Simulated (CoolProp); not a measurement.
Values from CoolProp's reference Helmholtz-energy equation of state, Gao 2022.

Give the vapour pressure (MPa), liquid density (kg/m³), vapour density (kg/m³), enthalpy of vaporisation (kJ/kg) of saturated n-perfluoropentane at -13.85, 31.25, 42.55 °C.


```json
[
 {"T (°C)": "-13.85", "p (MPa)": "0.0150", "liquid density (kg/m³)": "1730", "vapour density (kg/m³)": "2.03", "enthalpy of vaporisation (kJ/kg)": "102"},
 {"T (°C)": "31.25", "p (MPa)": "0.109", "liquid density (kg/m³)": "1580", "vapour density (kg/m³)": "13.2", "enthalpy of vaporisation (kJ/kg)": "90.1"},
 {"T (°C)": "42.55", "p (MPa)": "0.161", "liquid density (kg/m³)": "1540", "vapour density (kg/m³)": "19.1", "enthalpy of vaporisation (kJ/kg)": "86.6"}
]
```
